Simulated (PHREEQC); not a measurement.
# Arsenic or selenium liquor: an equilibrium model

A solution holds 0.05 mol/kgw Na2HAsO4, 4.5e-05 mol/kgw H2SO4 and 0.00099 mol/kgw CaCl2, at 20 °C. Closed to the air; pH follows from the charge balance.

All values are PHREEQC results (ion-association model, wateq4f.dat), not measurements.

```yaml
pH: 8.90
ionic_strength: 0.153 mol/kgw
total_alkalinity: 49.9 meq/kg
```

```
species  molality  activity   log γ
-------  --------  --------  ------
Na+        0.1000    0.0760  -0.119
HAsO4-2    0.0493    0.0165  -0.476
Cl-       0.00198   0.00145  -0.134
Ca+2     0.000989  0.000345  -0.457
H2AsO4-  0.000402  0.000306  -0.119
AsO4-3   0.000305   2.59e-5  -1.071
SO4-2     3.82e-5   1.24e-5  -0.489
OH-       7.38e-6   5.39e-6  -0.137
NaSO4-    5.99e-6   4.58e-6  -0.117
CaSO4     7.87e-7   8.15e-7   0.015
CaOH+     5.88e-8   4.55e-8  -0.112
H+        1.55e-9   1.26e-9  -0.092
```

This is a speciation only: nothing precipitates in the calculation. The database has no arsenate complexes of Ca.
